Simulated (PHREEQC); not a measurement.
0.034 g of hydrous ferric oxide (600 m²/g; 0.2 weak and 0.005 strong sites per Fe, Dzombak-Morel constants, diffuse double layer) in 1 kg of water with 0.001 mol/kgw of an inert sodium salt and 0.01 mmol/kgw Na2HAsO4 and 0.00012 mmol/kgw CaCl2, at 25 °C; the pH is set by adding NaOH or the inert anion's acid. Oxygen is held at 0.21 atm. The system is closed to CO2. No solid was allowed to form.

Base run: PHREEQC, ion-association model, wateq4f.dat. Each further column changes one thing. The table gives As sorbed (%).

| pH | base | no electrostatic term (-no_edl) | background salt from 0.001 to 0.0001 mol/kgw | oxide from 0.034 to 0.17 g/kgw |
|---|---|---|---|---|
| 4 | 100.0 | ___ | 100.0 | 100.0 |
| 5 | 100.0 | ___ | 100.0 | 100.0 |
| 6 | 100.0 | 95.2 | 100.0 | 100.0 |
| 7 | 99.9 | ___ | 99.9 | 100.0 |
| 8 | 95.2 | 99.7 | 95.4 | 99.9 |
| 9 | 52.1 | 100.0 | 51.6 | 95.7 |
| 10 | 9.6 | 100.0 | 8.4 | 36.5 |

Q: What belongs in the gaps?

A: 
- 4, no electrostatic term (-no_edl): 90.9
- 5, no electrostatic term (-no_edl): 91.8
- 7, no electrostatic term (-no_edl): 98.3

The database has no arsenate complexes of Ca.
